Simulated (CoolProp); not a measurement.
Model: reference Helmholtz-energy equation of state, Lemmon 2006, in CoolProp. It is a short technical equation, of lower accuracy than the large ones.

Q: For carbonyl sulfide, give the phase and the cp (kJ/(kg K)), cv (kJ/(kg K)) at 387.3 K and 0.456 MPa.

A: 
- 387.3 K and 0.456 MPa: gas; cp 0.775, cv 0.623
